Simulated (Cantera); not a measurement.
An isothermal, constant-pressure homogeneous reactor starts with 86.2 % NH₃, 13.8 % N₂, at 1575 K and 0.132 atm.

Model: the gas-phase N/H chemistry of the illustrative SiF4/NH3 mechanism in the Surface Chemkin manual (1991), integrated in Cantera. Walls and surfaces, which speed up NH3 decomposition in real reactors, are not modelled.

Problem. Predict: x(NH₃) at 5.00 s; x(N) at 5.00 s; x(H₂) at 5.00 s; x(N₂) at 5.00 s; x(N₂H₄) at 5.00 s; x(NH₂) at 5.00 s; x(NH) at 5.00 s.

Solution. 
```
Item                                                 Result
-----------------  ----------------------------------------
x(NH₃) at 5.00 s      0.734 (gas-phase equilibrium 2.10e-6)
x(N) at 5.00 s       7.96e-9 (gas-phase equilibrium <1e-12)
x(H₂) at 5.00 s         0.103 (gas-phase equilibrium 0.694)
x(N₂) at 5.00 s         0.163 (gas-phase equilibrium 0.306)
x(N₂H₄) at 5.00 s    4.56e-8 (gas-phase equilibrium <1e-12)
x(NH₂) at 5.00 s   9.38e-5 (gas-phase equilibrium 6.76e-10)
x(NH) at 5.00 s    3.53e-7 (gas-phase equilibrium 7.35e-12)
```
